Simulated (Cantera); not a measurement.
Cantera run:

```python
import numpy as np
import cantera as ct

gas_names = [...]  # 109 gases of nasa_gas.yaml made of C, Cl, H, Si
cond_names = """
    C(gr) C6H6(L) C7H8(L) C8H18(L),n-octa Si(cr) Si(L) SiC(b)
""".split()


# ... load() reads the species with a 1 bar reference pressure and builds the phases ...
atoms = {
    '(CH3)2SiCl2': {'C': 2, 'H': 6, 'Si': 1, 'CL': 2},
    'CH4': {'C': 1, 'H': 4},
    'H2': {'H': 2},
    'C2H4': {'C': 2, 'H': 4},
}
top_T = {'C(gr)': 4500, 'SiC(b)': 3050}  # K; cautious upper limits of use, not melting points


# ... equilibrate(T, P, feed) seeds the gas with the atoms and calls Mixture.equilibrate('TP', solver="vcs", rtol=1e-11, max_steps=5000) ...
results = []
feed = {'(CH3)2SiCl2': 1, 'CH4': 2.3, 'H2': 7, 'C2H4': 0.86}  # mol
P = 1000  # Pa
for T in [1523, 1598, 1673, 1748, 1823, 1898, 1973, 2048, 2123, 2198, 2273]:
    mix = equilibrate(T, P, feed)
    results.append((T, P, feed, dict(zip(mix.species_names, mix.species_moles))))
    x = sorted(zip(gas.X, gas.species_names), reverse=True)
    print(f"T = {T:g} K  P = {P:g} Pa  gas = {mix.phase_moles(0):.4g} mol")
    print("   x: " + "  ".join(f"{s} {v:.3e}" for v, s in x if v > 1e-06))
    print("   condensed (mol): " + ("  ".join(f"{mix.phase(i).name} {mix.phase_moles(i):.4g}"
          for i in range(1, mix.n_phases) if mix.phase_moles(i) > 1e-12) or "none"))
```

Result:

```
T = 1523 K  P = 1000 Pa  gas = 17.32 mol
   x: H2 8.847e-01  HCL 1.146e-01  SiCL2 3.864e-04  H 2.174e-04  CL 2.260e-05  CH4 1.802e-05  C2H2,acetylene 1.045e-05  SiCL3 1.014e-05
   condensed (mol): C(gr) 5.026  SiC(b) 0.9931
T = 1598 K  P = 1000 Pa  gas = 17.32 mol
   x: H2 8.846e-01  HCL 1.143e-01  SiCL2 5.308e-04  H 5.006e-04  CL 5.118e-05  C2H2,acetylene 2.383e-05  CH4 1.288e-05  SiCL3 8.904e-06
   condensed (mol): C(gr) 5.028  SiC(b) 0.9906
T = 1673 K  P = 1000 Pa  gas = 17.33 mol
   x: H2 8.842e-01  HCL 1.139e-01  H 1.071e-03  SiCL2 7.060e-04  CL 1.077e-04  C2H2,acetylene 5.038e-05  CH4 9.491e-06  SiCL3 7.884e-06  SiCL 1.315e-06
   condensed (mol): C(gr) 5.031  SiC(b) 0.9876
T = 1748 K  P = 1000 Pa  gas = 17.34 mol
   x: H2 8.833e-01  HCL 1.133e-01  H 2.147e-03  SiCL2 9.124e-04  CL 2.125e-04  C2H2,acetylene 9.974e-05  CH4 7.176e-06  SiCL3 7.026e-06  SiCL 3.933e-06  Si 2.744e-06
   condensed (mol): C(gr) 5.032  SiC(b) 0.9839
T = 1823 K  P = 1000 Pa  gas = 17.36 mol
   x: H2 8.817e-01  HCL 1.125e-01  H 4.068e-03  SiCL2 1.149e-03  CL 3.960e-04  C2H2,acetylene 1.863e-04  Si 1.181e-05  SiCL 1.071e-05  SiCL3 6.288e-06  CH4 5.546e-06  SiH 1.185e-06
   condensed (mol): C(gr) 5.034  SiC(b) 0.9795
T = 1898 K  P = 1000 Pa  gas = 17.39 mol
   x: H2 8.787e-01  HCL 1.114e-01  H 7.327e-03  SiCL2 1.412e-03  CL 7.014e-04  C2H2,acetylene 3.306e-04  Si 4.526e-05  SiCL 2.683e-05  SiCL3 5.639e-06  CH4 4.365e-06  SiH 3.701e-06  SiH2 1.864e-06  SiC2 1.133e-06
   condensed (mol): C(gr) 5.034  SiC(b) 0.9739
T = 1973 K  P = 1000 Pa  gas = 17.44 mol
   x: H2 8.737e-01  HCL 1.100e-01  H 1.261e-02  SiCL2 1.697e-03  CL 1.187e-03  C2H2,acetylene 5.597e-04  Si 1.564e-04  SiCL 6.240e-05  SiH 1.057e-05  SiC2 5.696e-06  SiCL3 5.052e-06  SiH2 3.934e-06  Si2C 3.818e-06  CH4 3.485e-06
   condensed (mol): C(gr) 5.034  SiC(b) 0.966
T = 2048 K  P = 1000 Pa  gas = 17.53 mol
   x: H2 8.656e-01  HCL 1.080e-01  H 2.083e-02  SiCL2 1.992e-03  CL 1.925e-03  C2H2,acetylene 9.075e-04  Si 4.927e-04  SiCL 1.357e-04  SiH 2.786e-05  SiC2 2.537e-05  Si2C 1.646e-05  SiH2 7.823e-06  SiCL3 4.508e-06  CH4 2.808e-06  CH3 1.329e-06
   condensed (mol): C(gr) 5.035  SiC(b) 0.9523
T = 2123 K  P = 1000 Pa  gas = 17.67 mol
   x: H2 8.529e-01  HCL 1.053e-01  H 3.313e-02  CL 3.003e-03  SiCL2 2.285e-03  Si 1.430e-03  C2H2,acetylene 1.413e-03  SiCL 2.774e-04  SiC2 1.014e-04  SiH 6.827e-05  Si2C 6.379e-05  SiH2 1.472e-05  SiCL3 3.987e-06  CH4 2.273e-06  CH3 1.715e-06  Si2 1.647e-06  C2H 1.522e-06
   condensed (mol): C(gr) 5.041  SiC(b) 0.9238
T = 2198 K  P = 1000 Pa  gas = 17.9 mol
   x: H2 8.332e-01  HCL 1.016e-01  H 5.083e-02  CL 4.509e-03  Si 3.857e-03  SiCL2 2.553e-03  C2H2,acetylene 2.112e-03  SiCL 5.350e-04  SiC2 3.679e-04  Si2C 2.247e-04  SiH 1.564e-04  SiH2 2.625e-05  Si2 6.562e-06  C2H 4.438e-06  SiCL3 3.471e-06  C4H2 2.180e-06  CH3 2.143e-06  CH4 1.833e-06  C2HCL 1.690e-06
   condensed (mol): C(gr) 5.069  SiC(b) 0.8575
T = 2273 K  P = 1000 Pa  gas = 18.29 mol
   x: H2 8.030e-01  HCL 9.629e-02  H 7.528e-02  Si 9.733e-03  CL 6.518e-03  C2H2,acetylene 3.027e-03  SiCL2 2.762e-03  SiC2 1.223e-03  SiCL 9.753e-04  Si2C 7.267e-04  SiH 3.364e-04  SiH2 4.435e-05  Si2 2.381e-05  C2H 1.196e-05  C4H2 4.667e-06  SiCL3 2.944e-06  C2HCL 2.775e-06  CH3 2.579e-06  CH4 1.456e-06  SiC 1.248e-06  C2H2,vinylidene 1.010e-06  C3 1.009e-06
   condensed (mol): C(gr) 5.153  SiC(b) 0.6967
```

Equilibrium computed with Cantera from the NASA thermochemical tables; the gas is ideal and each condensed phase is pure. The feed counts by its element totals alone. The tables' values for SiCl, SiCl3 are old estimates; treat these amounts as uncertain. Gases not in the tables: Si2H6 and higher silanes.
